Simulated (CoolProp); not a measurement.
The numbers come from the reference Helmholtz-energy equation of state, Thol 2019 in CoolProp.

Problem. For tetradecamethylhexasiloxane (MD4M), give the phase and the density (kg/m³), cp (kJ/(kg K)), cv (kJ/(kg K)), expansivity (1/kK) at 510.7 K and 1030 kPa; 613.6 K and 1030 kPa.

Solution. 
- 510.7 K and 1030 kPa: liquid; density 673, cp 2.15, cv 1.91, expansivity 1.73
- 613.6 K and 1030 kPa: liquid; density 525, cp 2.38, cv 2.10, expansivity 3.83
